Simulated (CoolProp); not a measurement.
Vapour-liquid equilibrium of R22 (1) + acetone (2) at 0.049 MPa; x and y are mole fractions of (1).

Computed with CoolProp (multi-fluid Helmholtz-energy mixture model, Kamei 1995 and Lemmon 2006; pair parameters Bell 2016).

Give the bubble temperature and the first vapour's composition at x = 0.2, 0.425, 0.95. Is there an azeotrope?

x = 0.2: -9.4 °C, y = 0.902; x = 0.425: -25.1 °C, y = 0.972; x = 0.95: -54.1 °C, y = 1.000. No azeotrope shows between x = 0.05 and 0.95.

The pair parameters rest on a limited set of measurements; away from them the model extrapolates. With so large a gap from Raoult's law the liquid may split in two, which this calculation doesn't test in full.
